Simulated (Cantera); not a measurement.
What does this Cantera script print?

```python
import numpy as np
import cantera as ct

gas = ct.Solution("h2o2.yaml")
gas.TPX = 998, 33000, {'H2': 1.6, 'O2': 1, 'N2': 2.3}
reactor = ct.IdealGasConstPressureReactor(gas, energy="off", clone=False)
net = ct.ReactorNet([reactor])
net.rtol, net.atol = 1e-08, 1e-18
show = ['H2', 'O2', 'H2O2', 'O', 'H2O', 'HO2', 'OH']
times = np.geomspace(4e-05, 6, 15)

steps = ct.SolutionArray(gas, extra=["t"])
rows = []
print(f"{'t/s':>10s}{'T/K':>9s}{'P/Pa':>11s}" + "".join(f"{s:>11s}" for s in show))
for t in times:
    while net.time < t:
        t_next = net.step()
        steps.append(gas.state, t=t_next)
    rows.append([np.interp(t, steps.t, y) for y in (steps.T, steps.P, *steps(*show).X.T)])
    print(f"{t:10.3e}{rows[-1][0]:9.1f}{rows[-1][1]:11.4g}" + "".join(f"{x:11.3e}" for x in rows[-1][2:]))
rate = np.gradient(steps.T, steps.t)
print("integrator steps:", len(steps.t))
if steps.T.max() > steps.T[0] + 200:
    print(f"time of steepest temperature rise: {steps.t[rate.argmax()]:.4e} s")
gas.TPX = 998, 33000, {'H2': 1.6, 'O2': 1, 'N2': 2.3}
gas.equilibrate("TP")
print(f"equilibrium (TP): T = {gas.T:.1f} K  " + "  ".join(f"{s} {gas[s].X[0]:.3e}" for s in show))
```

Output:

```
       t/s      T/K       P/Pa         H2         O2       H2O2          O        H2O        HO2         OH
 4.000e-05    998.0    3.3e+04  3.265e-01  2.041e-01  1.305e-12  1.703e-10  1.348e-09  9.683e-10  5.808e-11
 9.371e-05    998.0    3.3e+04  3.265e-01  2.041e-01  1.639e-11  2.468e-09  2.834e-08  8.698e-09  8.327e-10
 2.195e-04    998.0    3.3e+04  3.265e-01  2.041e-01  5.004e-09  8.642e-07  1.062e-05  2.618e-06  2.965e-07
 5.143e-04    998.0    3.3e+04  6.970e-02  8.379e-02  6.815e-06  2.205e-03  2.918e-01  7.354e-05  2.091e-03
 1.205e-03    998.0    3.3e+04  1.272e-02  5.474e-02  4.544e-06  1.174e-04  3.747e-01  4.893e-05  1.592e-04
 2.823e-03    998.0    3.3e+04  7.847e-03  5.247e-02  8.703e-06  1.748e-05  3.808e-01  4.150e-05  2.625e-05
 6.613e-03    998.0    3.3e+04  6.568e-03  5.187e-02  2.073e-05  2.451e-06  3.824e-01  3.431e-05  3.809e-06
 1.549e-02    998.0    3.3e+04  5.805e-03  5.150e-02  2.988e-05  1.758e-06  3.833e-01  3.127e-05  2.938e-06
 3.629e-02    998.0    3.3e+04  4.409e-03  5.084e-02  2.859e-05  1.374e-06  3.849e-01  2.788e-05  2.647e-06
 8.503e-02    998.0    3.3e+04  2.632e-03  5.001e-02  1.913e-05  7.855e-07  3.871e-01  2.137e-05  2.002e-06
 1.992e-01    998.0    3.3e+04  1.139e-03  4.931e-02  7.816e-06  2.987e-07  3.889e-01  1.296e-05  1.303e-06
 4.666e-01    998.0    3.3e+04  3.749e-04  4.895e-02  1.651e-06  6.430e-08  3.898e-01  5.773e-06  6.589e-07
 1.093e+00    998.0    3.3e+04  1.150e-04  4.883e-02  2.325e-07  9.858e-09  3.901e-01  2.120e-06  2.839e-07
 2.561e+00    998.0    3.3e+04  3.445e-05  4.880e-02  2.965e-08  1.500e-09  3.902e-01  7.240e-07  1.306e-07
 6.000e+00    998.0    3.3e+04  8.446e-06  4.878e-02  3.193e-09  2.297e-10  3.902e-01  2.067e-07  7.270e-08
integrator steps: 2160
equilibrium (TP): T = 998.0 K  H2 2.549e-10  O2 4.878e-02  H2O2 1.359e-10  O 5.725e-11  H2O 3.902e-01  HO2 4.518e-10  OH 2.007e-07
```

Computed with Cantera and the H2/O2 subset of GRI-Mech 3.0, which has no nitrogen chemistry. The temperature is held fixed by assumption; the heat of reaction is taken as removed at once.
